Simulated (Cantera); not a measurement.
**Thermodynamics of carbothermic reduction, feed CuO + CH4 + H2**

Charge: 1 mol CuO, 1.7 mol CH4, 0.11 mol H2, at 0.100 bar.

These are equilibrium values from Cantera (NASA tables, ideal gas, pure condensed phases), not measurements of a reactor. Candidate condensed phases: C, C6H6, C7H8, C8H18, Cu, CuO, Cu(OH)2, Cu2O, H2O; 113 gas species. Rates play no part.

| T (K) | x H2 | x CO | x Cu | x H | x C2H2 (acetylene) | x Cu2 | x CH4 | x H2O | n C(graphite) | n Cu(l) |
|---|---|---|---|---|---|---|---|---|---|---|
| 1448 | 0.778 | 0.222 | 3.32e-5 | 2.57e-5 | 3.70e-6 | 9.17e-9 | 0.000202 | 4.37e-5 | 0.699 | 1.000 |
| 1523 | 0.778 | 0.222 | 0.000120 | 6.45e-5 | 9.19e-6 | 5.46e-8 | 0.000139 | 2.52e-5 | 0.699 | 0.999 |
| 1598 | 0.778 | 0.222 | 0.000386 | 0.000148 | 2.09e-5 | 2.73e-7 | 9.96e-5 | 1.53e-5 | 0.699 | 0.998 |
| 1673 | 0.777 | 0.221 | 0.00111 | 0.000317 | 4.43e-5 | 1.17e-6 | 7.33e-5 | 9.68e-6 | 0.699 | 0.995 |
| 1748 | 0.775 | 0.221 | 0.00291 | 0.000636 | 8.75e-5 | 4.43e-6 | 5.53e-5 | 6.37e-6 | 0.699 | 0.987 |
| 1823 | 0.771 | 0.220 | 0.00704 | 0.00120 | 0.000163 | 1.49e-5 | 4.25e-5 | 4.32e-6 | 0.698 | 0.968 |
| 1898 | 0.764 | 0.218 | 0.0158 | 0.00216 | 0.000287 | 4.52e-5 | 3.30e-5 | 3.00e-6 | 0.697 | 0.927 |
| 1973 | 0.748 | 0.214 | 0.0334 | 0.00369 | 0.000479 | 0.000126 | 2.56e-5 | 2.09e-6 | 0.695 | 0.843 |
| 2048 | 0.720 | 0.206 | 0.0665 | 0.00601 | 0.000755 | 0.000322 | 1.94e-5 | 1.44e-6 | 0.693 | 0.674 |
| 2123 | 0.670 | 0.193 | 0.126 | 0.00929 | 0.00111 | 0.000771 | 1.40e-5 | 9.55e-7 | 0.688 | 0.337 |
| 2198 | 0.625 | 0.180 | 0.178 | 0.0139 | 0.00158 | 0.00105 | 1.03e-5 | 6.47e-7 | 0.682 | 0 |
| 2273 | 0.618 | 0.180 | 0.178 | 0.0209 | 0.00233 | 0.000738 | 8.63e-6 | 5.03e-7 | 0.674 | 0 |
x: gas mole fraction; n: condensed amount in mol.

From 1448 K to 2123 K the condensed part is C(graphite) + Cu(l). From 2198 K to 2273 K the condensed part is C(graphite). The main Cu-bearing gas is Cu throughout.
